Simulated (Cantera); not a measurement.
An isothermal, constant-pressure homogeneous reactor starts with 89.3 % NO, 10.7 % N₂, at 1825 K and 28000 Pa.

Cantera simulation using GRI-Mech 3.0 (53 species, 325 reactions); the numbers are that mechanism's predictions, not measurements.

**Question.** Predict: x(NO) at 70.0 s; x(O₂) at 70.0 s; x(N₂) at 70.0 s; x(N₂O) at 70.0 s; x(NO₂) at 70.0 s; x(O) at 70.0 s.

**Answer.** 
| Property | Value |
|---|---|
| x(NO) at 70.0 s | 0.0203 (gas-phase equilibrium 0.00551) |
| x(O₂) at 70.0 s | 0.436 (gas-phase equilibrium 0.444) |
| x(N₂) at 70.0 s | 0.543 (gas-phase equilibrium 0.551) |
| x(N₂O) at 70.0 s | 2.69e-7 (gas-phase equilibrium 1.40e-7) |
| x(NO₂) at 70.0 s | 3.68e-5 (gas-phase equilibrium 1.01e-5) |
| x(O) at 70.0 s | 0.000193 (gas-phase equilibrium 0.000195) |
